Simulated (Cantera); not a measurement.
## V2O5 + H2 + N2 (hydrogen reduction and annealing atmospheres)

A closed system holds: 1 mol V2O5, 270 mol H2, 0.54 mol N2, equilibrated at 0.135 Torr.

Equilibrium computed with Cantera from the NASA thermochemical tables; the gas is ideal and each condensed phase is pure. Candidate condensed phases: H2O, V, VN, VO, V2O3, V2O4, V2O5; 28 gas species. Mutual solubility and eutectic melting of coexisting phases are not modelled. VO: taken at fixed stoichiometry. Condensed phases not in the tables: the oxides between V2O3 and V2O5 other than VO2. Rates play no part.

| T (°C) | log p H2 | log p H | log p H2O | log p VO2 | log p VO | log p N2 | log p OH | n V2O3(s) | n VO(s) |
|---|---|---|---|---|---|---|---|---|---|
| 1350 | -3.75 | -6.04 | -5.88 | -8.01 | -8.89 | -6.45 | -9.54 | 0.992 | 0 |
| 1400 | -3.75 | -5.82 | -5.82 | -7.52 | -8.37 | -6.45 | -9.20 | 0.651 | 0.647 |
| 1450 | -3.76 | -5.62 | -5.73 | -7.05 | -7.89 | -6.45 | -8.85 | 0.0159 | 1.81 |
| 1500 | -3.76 | -5.43 | -5.75 | -6.71 | -7.45 | -6.45 | -8.62 | 0 | 1.65 |
| 1550 | -3.76 | -5.25 | -5.80 | -6.43 | -7.02 | -6.45 | -8.44 | 0 | 1.28 |
| 1600 | -3.77 | -5.08 | -5.89 | -6.19 | -6.63 | -6.46 | -8.30 | 0 | 0.623 |
| 1650 | -3.78 | -4.92 | -5.96 | -6.08 | -6.37 | -6.46 | -8.16 | 0 | 0 |
| 1700 | -3.80 | -4.77 | -5.95 | -6.10 | -6.35 | -6.47 | -7.95 | 0 | 0 |
| 1750 | -3.81 | -4.63 | -5.95 | -6.13 | -6.33 | -6.48 | -7.75 | 0 | 0 |
| 1800 | -3.84 | -4.50 | -5.95 | -6.16 | -6.32 | -6.49 | -7.56 | 0 | 0 |
| 1850 | -3.87 | -4.38 | -5.96 | -6.20 | -6.31 | -6.50 | -7.38 | 0 | 0 |
| 1900 | -3.91 | -4.27 | -5.97 | -6.23 | -6.31 | -6.52 | -7.21 | 0 | 0 |
| 1950 | -3.96 | -4.17 | -6.00 | -6.27 | -6.31 | -6.54 | -7.06 | 0 | 0 |
log p: log10 of the partial pressure in bar; n: condensed amount in mol.

At 1350 °C the condensed part is V2O3(s). From 1400 °C to 1450 °C the condensed part is VO(s) + V2O3(s). From 1500 °C to 1600 °C the condensed part is VO(s). From 1650 °C to 1950 °C nothing is condensed. The main V-bearing gas is VO2 throughout.
